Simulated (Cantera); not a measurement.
Charge: 1 mol Pb, 0.29 mol H₂, 1.4 mol N₂, held at 17.0 mbar.

Cantera equilibrium calculation (NASA polynomials, part measured and part estimated; ideal gas, pure solids and liquids). Candidate condensed phases: Pb; 11 gas species. Kinetics and transport are ignored.

Question: At 1073 K, list the 3 most abundant gas species with their mole fractions, and the condensed phases.

Answer: N₂ 0.825, H₂ 0.171, Pb 0.00430. Condensed: Pb(l).
